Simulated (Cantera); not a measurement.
## Thermodynamics of silicon etching in halogen gases, feed Si + HF + H2

Input: 1 mol Si, a varied amount of HF, 72 mol H2, equilibrated at 1050 K and 76.0 Pa.

Equilibrium computed with Cantera from the NASA thermochemical tables; the gas is ideal and each condensed phase is pure. Candidate condensed phases: Si; 25 gas species. The tables' values for SiF3, SiF2 are old estimates; treat these amounts as uncertain. Rates play no part.

```csv
n(HF) (mol),x H2,x HF,x SiF4,x SiHF3,x SiF3,x SiH2F2,x SiF2,x H,n Si(s)
1.9,0.993,7.49e-5,0.00603,0.000377,0.000167,1.22e-5,8.09e-6,2.93e-7,0.516
2.5,0.991,8.01e-5,0.00793,0.000462,0.000205,1.40e-5,9.28e-6,2.93e-7,0.363
3.3,0.989,8.57e-5,0.0104,0.000567,0.000252,1.60e-5,1.06e-5,2.93e-7,0.160
4.4,0.981,0.00532,0.0132,1.15e-5,5.13e-6,5.18e-9,3.48e-9,2.91e-7,0
5.7,0.965,0.0222,0.0130,2.67e-6,1.20e-6,2.84e-10,1.94e-10,2.89e-7,0
7.5,0.943,0.0446,0.0127,1.27e-6,5.77e-7,6.54e-11,4.58e-11,2.86e-7,0
9.8,0.916,0.0718,0.0124,7.43e-7,3.43e-7,2.32e-11,1.67e-11,2.82e-7,0
```
x: gas mole fraction; n: condensed amount in mol.

From 1.9 mol HF to 3.3 mol HF the condensed part is Si(s). From 4.4 mol HF to 9.8 mol HF nothing is condensed. The main Si-bearing gas is SiF4 throughout.
